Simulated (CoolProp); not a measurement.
Vapour-liquid equilibrium of dimethyl carbonate (1) + ethanol (2) at 0.00358 MPa; x and y are mole fractions of (1).

Values from CoolProp's multi-fluid Helmholtz-energy mixture model, Zhou 2011 and Schroeder 2014; pair parameters Bell 2016.

```tsv
x	bubble temperature (K)	y at the bubble point	dew temperature at overall composition x (K)	liquid density (mol/L)
0.05	282.4	0.199	284.5	16.94
0.2	279.2	0.414	282.4	[?]
0.35	278.5	0.473	280.2	14.99
0.5	278.4	0.501	278.4	14.17
0.65	278.6	[?]	280.0	13.45
0.8	279.4	0.609	282.2	[?]
0.95	[?]	0.827	284.4	12.20
```

**Question.** Fill in the missing entries.

**Answer.** 
- 0.2, liquid density (mol/L): 15.92
- 0.65, y at the bubble point: 0.534
- 0.8, liquid density (mol/L): 12.80
- 0.95, bubble temperature (K): 282.6

y crosses x between x = 0.5 and 0.65: the model has an azeotrope there.

Pair parameters are fitted to limited data, so mixtures are less certain than the pure fluids.
